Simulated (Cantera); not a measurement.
Input: 1 mol FeCl2, 0.11 mol H2O, 0.64 mol H2.

Cantera equilibrium calculation (NASA polynomials, part measured and part estimated; ideal gas, pure solids and liquids). Candidate condensed phases: Fe, FeCl2, FeCl3, FeO, Fe(OH)2, Fe(OH)3, Fe2O3, Fe3O4, H2O; 22 gas species. Mutual solubility and eutectic melting of coexisting phases are not modelled. The tables' stoichiometric FeO is somewhat more stable than real wüstite, so its field is too wide. FeO: taken at fixed stoichiometry. Equilibrium is a limit: real reactors are often held back by kinetics, nucleation or transport.

Q: What condenses at these points (T in K, P in Pa): (1300, 10); (1650, 0.10); (1500, 100); (1400, 100); (1550, 1000); (1500, 1); (1100, 100000)?

A: 
| T (K) | P in Pa | condensed phases | Fe condensed (%) |
|---|---|---|---|
| 1300 | 10 | Fe + FeO | 32.9 |
| 1650 | 0.10 | gas only | 0.0 |
| 1500 | 100 | Fe | 28.9 |
| 1400 | 100 | Fe | 30.6 |
| 1550 | 1000 | Fe | 28.1 |
| 1500 | 1 | Fe | 26.4 |
| 1100 | 100000 | Fe + FeCl2 + FeO | 85.6 |
